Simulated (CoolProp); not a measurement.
A Linde-Hampson liquefier for methane: isothermal reversible compression at 290 K from 1 atm to 10 MPa, throttling to 1 atm, return gas leaving the recuperator 2 K below the feed. Each further row changes one setting.

Model: reference Helmholtz-energy equation of state, Setzmann 1991, in CoolProp.

```
case                        liquid yield per pass  compression work (kJ/kg of gas)
--------------------------  ---------------------  -------------------------------
as stated                                   0.116                              663
high pressure 20 MPa                        0.212                              747
warm-end temperature 320 K                  0.085                              742
warm-end gap 7 K                            0.105                              663
```
